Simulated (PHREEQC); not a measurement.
Solution (20 °C): 2.2 mmol/kgw KOH, 1.3 mmol/kgw Fe(NO3)3 and 150 mmol/kgw KH2PO4. Closed to the air; pH follows from the charge balance.

Computed with PHREEQC (ion-association model, wateq4f.dat).

Precipitation was switched off in this run.

Question: Order these Fe species by the share of Fe that they hold, largest first: FeH2PO4+2, FeOH+2, Fe(OH)2+, FeHPO4+.

Answer: FeH2PO4+2 (85 %), Fe(OH)2+ (13 %), FeOH+2 (1.3 %), FeHPO4+ (0.17 %)

The pH is 4.95 and the ionic strength 0.157 mol/kgw. The solution is supersaturated, for example in Strengite, Fe(OH)3(a), so a real one may precipitate; this is no full list. H3PO4, which wateq4f.dat lacks, is added to it with the constant of phreeqc.dat.
